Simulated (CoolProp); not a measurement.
Vapour-liquid equilibrium of CHF3 (R23) (1) + C2F6 (R116) (2) at -35.85 °C; x and y are mole fractions of (1).

Model: multi-fluid Helmholtz-energy mixture model, Penoncello 2003 and Lemmon 2006; pair parameters Bell 2016, in CoolProp.

```csv
x,bubble pressure (MPa),y at the bubble point,dew pressure at overall composition x (MPa),liquid density (mol/L)
0.05,0.7041,0.134,0.6535,10.27
0.2,0.8603,0.355,0.7480,10.84
0.35,0.9414,0.472,0.8569,11.57
0.5,0.9797,0.556,0.9569,12.50
0.65,0.9880,0.636,0.9865,13.69
0.8,0.9625,0.735,0.9326,15.22
0.95,0.8753,0.905,0.8498,17.12
```

y crosses x between x = 0.5 and 0.65: the model has an azeotrope there.

The pair parameters rest on a limited set of measurements; away from them the model extrapolates.
